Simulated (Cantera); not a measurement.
An adiabatic, constant-volume homogeneous reactor starts with H2 : O2 : N2 = 1 : 1.43 : 5.37 (molar parts), equivalence ratio 0.35, at 1750 K and 760 Torr. Integrator tolerance rtol = 1e-08.

Computed with Cantera and the H2/O2 subset of GRI-Mech 3.0, which has no nitrogen chemistry.

**Question.** What does this change do: initial temperature 1750 to 1525 K?

**Answer.** 
| quantity | before | after |
|---|---|---|
| time of steepest temperature rise | 8.18 µs | 14.3 µs |
| temperature at 1.00 s | 2634 K | 2509 K |
| equilibrium temperature | 2634 K | 2509 K |
| x(H2) at 1.00 s | 0.00325 (gas-phase equilibrium 0.00325) | 0.00182 (gas-phase equilibrium 0.00182) |
| x(O2) at 1.00 s | 0.119 (gas-phase equilibrium 0.119) | 0.122 (gas-phase equilibrium 0.122) |
| x(O) at 1.00 s | 0.00784 (gas-phase equilibrium 0.00784) | 0.00425 (gas-phase equilibrium 0.00425) |
| x(H2O2) at 1.00 s | 4.68e-7 (gas-phase equilibrium 4.68e-7) | 4.01e-7 (gas-phase equilibrium 4.01e-7) |
| x(HO2) at 1.00 s | 1.57e-5 (gas-phase equilibrium 1.57e-5) | 1.23e-5 (gas-phase equilibrium 1.23e-5) |

**Question.** What does this change do: initial temperature 1750 to 1223 K?

**Answer.** 
```tsv
quantity	before	after
time of steepest temperature rise	8.18 µs	44.7 µs
temperature at 1.00 s	2634 K	2311 K
equilibrium temperature	2634 K	2311 K
x(H2) at 1.00 s	0.00325 (gas-phase equilibrium 0.00325)	0.000620 (gas-phase equilibrium 0.000620)
x(O2) at 1.00 s	0.119 (gas-phase equilibrium 0.119)	0.125 (gas-phase equilibrium 0.125)
x(O) at 1.00 s	0.00784 (gas-phase equilibrium 0.00784)	0.00140 (gas-phase equilibrium 0.00140)
x(H2O2) at 1.00 s	4.68e-7 (gas-phase equilibrium 4.68e-7)	2.85e-7 (gas-phase equilibrium 2.85e-7)
x(HO2) at 1.00 s	1.57e-5 (gas-phase equilibrium 1.57e-5)	7.58e-6 (gas-phase equilibrium 7.58e-6)
```
